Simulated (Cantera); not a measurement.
An isothermal, constant-pressure homogeneous reactor starts with 82.0 % NH₃, 18.0 % N₂, at 1900 K and 0.0420 bar.

Computed with Cantera and the gas-phase N/H chemistry of the illustrative SiF4/NH3 mechanism in the Surface Chemkin manual (1991). Walls and surfaces, which speed up NH3 decomposition in real reactors, are not modelled.

One state of this run: x NH₃ = 0.300; x NH = 7.57e-6; x NH₂ = 0.000415; x N = 4.96e-7; x H₂ = 0.429; x N₂H₄ = 7.88e-9; x H = 0.000213. x: mole fraction; the columns are a selection and need not sum to one.

### Question
Which value of t (s) does it belong to?
(A) 50.0
(B) 1.39
(C) 0.00646
(D) 300

### Answer
B, 1.39
